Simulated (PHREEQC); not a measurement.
0.73 g of hydrous ferric oxide (600 m²/g; 0.2 weak and 0.005 strong sites per Fe, Dzombak-Morel constants, diffuse double layer) in 1 kg of water with 0.01 mol/kgw of an inert sodium salt and 0.024 mmol/kgw NiCl2, at 25 °C; the pH is set by adding NaOH or the inert anion's acid. Oxygen is held at 0.21 atm. CO2 from the air is kept out. Precipitation was switched off in this run.

Base run: PHREEQC, ion-association model, wateq4f.dat. Each further column changes one thing. The table gives surface potential ψ (mV).

| pH | base | background salt from 0.01 to 0.001 mol/kgw | oxide from 0.73 to 3.6 g/kgw | 0.0019 mol/kgw ZnCl2 added |
|---|---|---|---|---|
| 3 | 202 | 229 | 197 | 194 |
| 3.75 | 190 | 215 | ? | 184 |
| 4.12 | 181 | 204 | 179 | 175 |
| 4.88 | 156 | 174 | ? | 152 |
| 5.25 | 142 | 157 | 142 | 140 |
| 6 | 111 | 119 | 110 | 115 |
| 6.75 | 75 | 79 | 74 | 109 |
| 7.12 | 55 | 59 | 54 | ? |
| 7.88 | 14 | 15 | 13 | 106 |
| 8.25 | -6 | -7 | -7 | 103 |
| 9 | -47 | ? | -48 | ? |

Problem. What belongs in the gaps?

Solution. 
- 3.75, oxide from 0.73 to 3.6 g/kgw: 187
- 4.88, oxide from 0.73 to 3.6 g/kgw: 155
- 7.12, 0.0019 mol/kgw ZnCl2 added: 108
- 9, background salt from 0.01 to 0.001 mol/kgw: -50
- 9, 0.0019 mol/kgw ZnCl2 added: 80

The oxide is taken as insoluble; below pH 4 it would dissolve. In at least one series the solution becomes supersaturated in solids that the run did not let form, among them Zincite(c), Zn5(OH)8Cl2, Ni(OH)2.
